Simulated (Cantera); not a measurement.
Feed: 1 mol Si₂H₆, 0.48 mol Cl₂, 27 mol H₂, 0.77 mol HCl, at 9300 Pa.

Method: chemical equilibrium by Gibbs-energy minimisation in Cantera with the NASA 1993 tables (ideal gas, pure condensed phases). Candidate condensed phases: Si; 19 gas species. The feed counts by its element totals alone. Kinetics and transport are ignored.

Over these rows the condensed part is Si(s). Partial pressures as log10 of bar:

```
T (K)  1000/T (1/K)  log p SiCl₄  log p H₂  log p HCl
-----  ------------  -----------  --------  ---------
1250         0.8000        -3.98     -1.05      -2.45
1300         0.7692        -4.31     -1.05      -2.43
1350         0.7407        -4.66     -1.05      -2.41
1400         0.7143        -5.03     -1.05      -2.41
1450         0.6897        -5.38     -1.05      -2.40
1500         0.6667            ?     -1.05      -2.40
```

Question: Fit log p(SiCl₄) = a + b·(1000/T) to the five rows, give the apparent enthalpy, and predict the row at 1500 K.

Answer: Means: 1000/T = 0.7428, log p = -4.672. Sxy = 0.096912, Sxx = 0.0076051, so b = 12.74 and a = -4.672 − (12.74)×0.7428 = -14.14.
Apparent enthalpy: −19.145 × (12.74) = -244 kJ/mol. With the condensed phases at unit activity, Si(s) + 4 HCl(g) = SiCl₄(g) + 2 H₂(g) links this pressure to the main gases: over the six rows their terms move log p by +0.20 in all, so the slope isn't that reaction's ΔH° alone. The five rows lie within 0.04 of the line.
Prediction at 1500 K: -14.14 + (12.74)×0.6667 = -5.65. The computed value is -5.71, 0.06 from the line.
